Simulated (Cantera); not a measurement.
## Adiabatic ignition

An adiabatic, constant-volume homogeneous reactor starts with CH4 : CO : O2 : N2 : H2O = 1 : 0.23 : 5.72 : 21.5 : 6.4 (molar parts), at 1648 K and 350000 Pa.

Detailed kinetics in Cantera: GRI-Mech 3.0 (53 species, 325 reactions).

| t (s) | T (K) | P (bar) | x CH4 | x CO | x O2 | x N2O | x CH2 | x HCN |
|---|---|---|---|---|---|---|---|---|
| 2.00e-6 | 1648 | 3.50 | 0.0287 | 0.00660 | 0.164 | 1.04e-11 | 1.31e-11 | <1e-12 |
| 7.17e-6 | 1648 | 3.50 | 0.0287 | 0.00660 | 0.164 | 7.35e-11 | 1.79e-10 | <1e-12 |
| 2.57e-5 | 1648 | 3.50 | 0.0285 | 0.00660 | 0.164 | 5.62e-10 | 4.46e-9 | <1e-12 |
| 9.21e-5 | 1709 | 3.64 | 0.0194 | 0.00966 | 0.156 | 2.59e-8 | 1.91e-6 | 7.95e-10 |
| 0.000330 | 2358 | 5.01 | <1e-12 | 0.000804 | 0.102 | 1.11e-6 | <1e-12 | <1e-12 |
| 0.00118 | 2357 | 5.01 | <1e-12 | 0.000801 | 0.102 | 1.11e-6 | <1e-12 | <1e-12 |
| 0.00424 | 2355 | 5.00 | <1e-12 | 0.000792 | 0.101 | 1.11e-6 | <1e-12 | <1e-12 |
| 0.0152 | 2347 | 4.99 | <1e-12 | 0.000767 | 0.0996 | 1.10e-6 | <1e-12 | <1e-12 |
| 0.0545 | 2338 | 4.96 | <1e-12 | 0.000733 | 0.0974 | 1.10e-6 | <1e-12 | <1e-12 |
| 0.195 | 2336 | 4.96 | <1e-12 | 0.000727 | 0.0970 | 1.10e-6 | <1e-12 | <1e-12 |
| 0.700 | 2336 | 4.96 | <1e-12 | 0.000727 | 0.0970 | 1.10e-6 | <1e-12 | <1e-12 |
x: mole fraction; the columns are a selection and need not sum to one.

```
Property                                                               Value
---------------------------------  -----------------------------------------
time of steepest temperature rise                                   0.102 ms
temperature at 0.700 s                                                2336 K
equilibrium temperature                                               2336 K
x(CH4) at 0.700 s                      <1e-12 (gas-phase equilibrium <1e-12)
x(CO) at 0.700 s                   0.000727 (gas-phase equilibrium 0.000727)
x(O2) at 0.700 s                       0.0970 (gas-phase equilibrium 0.0970)
```
